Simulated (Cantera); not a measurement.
Cantera with NASA thermochemical tables; ideal gases at 1 bar, condensed phases pure. Values are per mole of reaction as written; species without (g) are pure solids or liquids, kept so even where they would boil at 1 bar. TiC: taken at fixed stoichiometry.

TiO2 + CO(g) + 3 N(g) ⇌ TiC + 3 NO(g), with ΔH° = -273.1 kJ and ΔS° = -51.6 J/K at 300 K.

Task: How far is the shortcut ΔG° ≈ ΔH°(300 K) − T·ΔS°(300 K) from the full temperature-dependent value at 2598, 2623, 2648, 2673, 2698, 2723 K?

Result: 
```csv
T (K),shortcut (kJ),full (kJ),difference (kJ),difference in log10 K,condensed phases
2598,-139.1,-58.7,-80.4,1.62,"TiO2(l), TiC(s)"
2623,-137.8,-55.6,-82.2,1.64,"TiO2(l), TiC(s)"
2648,-136.6,-52.5,-84.1,1.66,"TiO2(l), TiC(s)"
2673,-135.3,-49.4,-85.9,1.68,"TiO2(l), TiC(s)"
2698,-134.0,-46.3,-87.7,1.70,"TiO2(l), TiC(s)"
2723,-132.7,-43.2,-89.5,1.72,"TiO2(l), TiC(s)"
```
The shortcut ignores heat capacities and the phase changes listed.
